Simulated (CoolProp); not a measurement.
Computed with CoolProp (reference Helmholtz-energy equation of state, Lemmon 2006). It is a short technical equation, of lower accuracy than the large ones.

Q: Give the vapour pressure (MPa), vapour density (kg/m³), enthalpy of vaporisation (kJ/kg), surface tension (mN/m) of saturated carbon monoxide at 92.2, 98.1, 107 K.

A: 
```json
[
 {"T (K)": "92.2", "p (MPa)": "0.291", "vapour density (kg/m³)": "11.6", "enthalpy of vaporisation (kJ/kg)": "199", "surface tension (mN/m)": "7.30"},
 {"T (K)": "98.1", "p (MPa)": "0.472", "vapour density (kg/m³)": "18.5", "enthalpy of vaporisation (kJ/kg)": "188", "surface tension (mN/m)": "6.10"},
 {"T (K)": "107", "p (MPa)": "0.883", "vapour density (kg/m³)": "34.3", "enthalpy of vaporisation (kJ/kg)": "169", "surface tension (mN/m)": "4.34"}
]
```

Surface tension comes from a separate correlation (Mulero 2012).
